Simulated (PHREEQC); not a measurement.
Consider water at 90 °C with 0.21 mol/kgw NH3, 0.00045 mol/kgw K2SiO3 and 4.6e-05 mol/kgw (CH3)4NCl. Closed to the air; pH follows from the charge balance.

The numbers come from PHREEQC with the ion-association model, wateq4f.dat.

| quantity | before | after |
|---|---|---|
| pH | 9.75 | 10.49 |
| ionic strength (mol/kgw) | 0.00262 | 0.00279 |
| NH4+ (mol/kgw) | 0.00167 | 0.00184 |
| H3SiO4- (mol/kgw) | 0.000359 | 0.000409 |
| H4SiO4 (mol/kgw) | 8.77e-5 | 3.54e-5 |
| H2SiO4-2 (mol/kgw) | 2.95e-6 | 5.30e-6 |
| SI of Quartz (SiO2) | -0.86 | -0.87 |

**Question.** What was changed between the two runs?
(A) NH3 from 0.21 to 0.231 mol/kgw
(B) (CH3)4NCl from 4.6e-05 to 9.2e-05 mol/kgw
(C) temperature from 90 to 55 °C
(D) diluted 5-fold with water
(E) (CH3)4NCl from 4.6e-05 to 0.00023 mol/kgw

**Answer.** C, temperature from 90 to 55 °C

Precipitation was switched off in this run. (CH3)4N+ isn't in the database: it is added as a free cation with an ion size of 4 Å. Constants without temperature data keep their 25 °C values here.
